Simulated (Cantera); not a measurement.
A freely propagating, adiabatic, planar premixed flame of CH4 : O2 : N2 : H2O = 1 : 1.82 : 6.84 : 2.4 (molar parts), unburnt at 573 K and 1.00 atm; mixture-averaged transport, grid criteria slope 0.08 and curve 0.16, no radiation.

Model: GRI-Mech 3.0 (53 species, 325 reactions), integrated in Cantera. Burning velocities carry a grid error of a few per cent, more on coarse grids.

**Question.** What does this change do: H2O 2.4 to 1.9 parts?

**Answer.** 
```json
[
 {"quantity": "laminar burning velocity", "before": "51.3 cm/s", "after": "61.8 cm/s"},
 {"quantity": "thermal thickness", "before": "0.636 mm", "after": "0.551 mm"},
 {"quantity": "peak x(C2H6)", "before": "0.000918", "after": "0.000991"},
 {"quantity": "peak x(HCO)", "before": "1.45e-5", "after": "2.03e-5"}
]
```

**Question.** What does this change do: CH4 1 to 1.3 parts?

**Answer.** 
```csv
quantity,before,after
laminar burning velocity,51.3 cm/s,18.6 cm/s
thermal thickness,0.636 mm,1.57 mm
peak x(C2H6),0.000918,0.00107
peak x(HCO),1.45e-5,1.80e-6
```
